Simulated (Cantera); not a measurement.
Input: 1 mol SiHCl3, 75 mol N2.

These are equilibrium values from Cantera (NASA tables, ideal gas, pure condensed phases), not measurements of a reactor. Candidate condensed phases: NH4Cl, Si, Si3N4; 28 gas species. N2 is the only nitrogen source here; it is nearly inert below about 1500 K, so the nitride shown seldom forms there in practice. The tables' values for SiCl3 are old estimates. Kinetics and transport are ignored.

**Question.** What condenses at these points (T in K, P in Pa): (2100, 37000); (1300, 37000); (2100, 98); (1100, 13); (1200, 5100)?

**Answer.** 
```
T (K)  P in Pa  condensed phases  Si condensed (%)
-----  -------  ----------------  ----------------
2100     37000          gas only               0.0
1300     37000             Si3N4              47.0
2100        98          gas only               0.0
1100        13             Si3N4              46.0
1200      5100             Si3N4              47.7
```
